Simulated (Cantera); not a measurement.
An adiabatic, constant-pressure homogeneous reactor starts with CH4 : C2H6 : O2 : N2 = 1 : 0.1 : 5.88 : 22.1 (molar parts), equivalence ratio 0.40, at 1525 K and 5.00 bar. Integrator tolerance rtol = 1e-08.

Cantera simulation using GRI-Mech 3.0 (53 species, 325 reactions); the numbers are that mechanism's predictions, not measurements.

### Question
What does this change do: C2H6 0.1 to 0.23 parts?

### Answer
```
quantity                                                              before                                      after
---------------------------------  -----------------------------------------  -----------------------------------------
time of steepest temperature rise                                    63.0 µs                                    39.5 µs
temperature at 1.00 s                                                 2320 K                                     2439 K
equilibrium temperature                                               2320 K                                     2439 K
x(CH4) at 1.00 s                       <1e-12 (gas-phase equilibrium <1e-12)      <1e-12 (gas-phase equilibrium <1e-12)
x(C2H6) at 1.00 s                      <1e-12 (gas-phase equilibrium <1e-12)      <1e-12 (gas-phase equilibrium <1e-12)
x(O2) at 1.00 s                          0.114 (gas-phase equilibrium 0.114)      0.0966 (gas-phase equilibrium 0.0966)
x(H) at 1.00 s                       7.43e-5 (gas-phase equilibrium 7.43e-5)  0.000203 (gas-phase equilibrium 0.000203)
x(HCO) at 1.00 s                   4.97e-11 (gas-phase equilibrium 4.97e-11)  2.89e-10 (gas-phase equilibrium 2.89e-10)
x(O) at 1.00 s                     0.000846 (gas-phase equilibrium 0.000846)    0.00149 (gas-phase equilibrium 0.00149)
```
